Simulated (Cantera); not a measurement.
Feed: 1 mol SiC, 0.69 mol O2, 55 mol H2, at 725 °C.

Cantera equilibrium calculation (NASA polynomials, part measured and part estimated; ideal gas, pure solids and liquids). Candidate condensed phases: C, C6H6, C7H8, C8H18, H2O, Si, SiC, SiO2; 123 gas species. Rates play no part.

**Question.** At 1.00e-6 bar, list the 3 most abundant gas species with their mole fractions, and the condensed phases.

**Answer.** H2 0.992, CO 0.00830, SiO 2.28e-5. Condensed: SiC(s) + SiO2(β-quartz).
